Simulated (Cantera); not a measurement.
Mixture: CO : H2 : CH4 : O2 : N2 = 1 : 0.6 : 0.71 : 3.42 : 19.1 (molar parts), at 1.00 bar, adiabatic and at constant pressure. Ignition delay is the time to a rise of 400 K.

Model: GRI-Mech 3.0 (53 species, 325 reactions), integrated in Cantera.

Task: What does this change do: CH4 0.71 to 0.42 parts?

Result: 
```
quantity           before     after
---------------  --------  --------
delay at 1048 K   4.72 ms   2.24 ms
delay at 1123 K   2.08 ms  0.873 ms
delay at 1198 K   1.04 ms  0.435 ms
delay at 1273 K  0.574 ms  0.265 ms
delay at 1348 K  0.344 ms  0.187 ms
delay at 1423 K  0.222 ms  0.147 ms
```
